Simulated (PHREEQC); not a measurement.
Make-up at 25 °C: 0.0023 mol ZnSO4, 0.041 mol ZnCl2, 0.00035 mol NaHCO3 and 0.017 mol Na2SO4 per kg of water. Closed to the air; pH follows from the charge balance.

All values are PHREEQC results (ion-association model, wateq4f.dat), not measurements.

This is a speciation only: nothing precipitates in the calculation.

Order these Zn species by the share of Zn that they hold, largest first: ZnSO4, Zn(SO4)2-2, ZnCl+, Zn+2, ZnHCO3+.

Zn+2 (73 %), ZnSO4 (19 %), ZnCl+ (5.6 %), Zn(SO4)2-2 (1.4 %), ZnHCO3+ (0.34 %)

The pH is 6.28 and the ionic strength 0.142 mol/kgw. Saturation is exceeded, for instance for ZnCO3:H2O; the values hold only as long as no solid forms.
